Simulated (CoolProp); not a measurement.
Vapour-liquid equilibrium of R152A (1) + n-butane (2) at 0.744 MPa; x and y are mole fractions of (1).

Model: multi-fluid Helmholtz-energy mixture model, Outcalt 1996 and Bücker 2006; pair parameters Bell 2016, in CoolProp.

Task: Give the bubble temperature and the first vapour's composition at x = 0.275, 0.65, 0.8. Is there an azeotrope?

Result: x = 0.275: 39.2 °C, y = 0.563; x = 0.65: 32.3 °C, y = 0.737; x = 0.8: 31.5 °C, y = 0.813. y crosses x between x = 0.8 and 0.875: the model has an azeotrope there.

Pair parameters are fitted to limited data, so mixtures are less certain than the pure fluids.
